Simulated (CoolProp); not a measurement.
Vapour-liquid equilibrium of R1234ze(E) (1) + R227EA (2) at 37.45 °C; x and y are mole fractions of (1).

Model: multi-fluid Helmholtz-energy mixture model, Thol 2016 and Lemmon 2016; pair parameters Bell 2023, in CoolProp.

```json
[
 {"x": "0.05", "bubble pressure (bar)": "6.598", "y at the bubble point": "0.056", "dew pressure at overall composition x (bar)": "6.593", "liquid density (mol/L)": "7.916"},
 {"x": "0.125", "bubble pressure (bar)": "6.675", "y at the bubble point": "0.138", "dew pressure at overall composition x (bar)": "6.663", "liquid density (mol/L)": "8.035"},
 {"x": "0.2", "bubble pressure (bar)": "6.747", "y at the bubble point": "0.218", "dew pressure at overall composition x (bar)": "6.731", "liquid density (mol/L)": "8.158"},
 {"x": "0.275", "bubble pressure (bar)": "6.815", "y at the bubble point": "0.295", "dew pressure at overall composition x (bar)": "6.797", "liquid density (mol/L)": "8.286"},
 {"x": "0.35", "bubble pressure (bar)": "6.877", "y at the bubble point": "0.371", "dew pressure at overall composition x (bar)": "6.860", "liquid density (mol/L)": "8.418"},
 {"x": "0.425", "bubble pressure (bar)": "6.933", "y at the bubble point": "0.446", "dew pressure at overall composition x (bar)": "6.918", "liquid density (mol/L)": "8.556"},
 {"x": "0.5", "bubble pressure (bar)": "6.984", "y at the bubble point": "0.519", "dew pressure at overall composition x (bar)": "6.972", "liquid density (mol/L)": "8.700"},
 {"x": "0.575", "bubble pressure (bar)": "7.028", "y at the bubble point": "0.591", "dew pressure at overall composition x (bar)": "7.019", "liquid density (mol/L)": "8.849"},
 {"x": "0.65", "bubble pressure (bar)": "7.066", "y at the bubble point": "0.662", "dew pressure at overall composition x (bar)": "7.060", "liquid density (mol/L)": "9.004"},
 {"x": "0.725", "bubble pressure (bar)": "7.097", "y at the bubble point": "0.733", "dew pressure at overall composition x (bar)": "7.094", "liquid density (mol/L)": "9.167"},
 {"x": "0.8", "bubble pressure (bar)": "7.121", "y at the bubble point": "0.805", "dew pressure at overall composition x (bar)": "7.119", "liquid density (mol/L)": "9.336"},
 {"x": "0.875", "bubble pressure (bar)": "7.137", "y at the bubble point": "0.877", "dew pressure at overall composition x (bar)": "7.137", "liquid density (mol/L)": "9.513"},
 {"x": "0.95", "bubble pressure (bar)": "7.146", "y at the bubble point": "0.950", "dew pressure at overall composition x (bar)": "7.146", "liquid density (mol/L)": "9.698"}
]
```

No azeotrope shows between x = 0.05 and 0.95.

Pair parameters are fitted to limited data, so mixtures are less certain than the pure fluids.
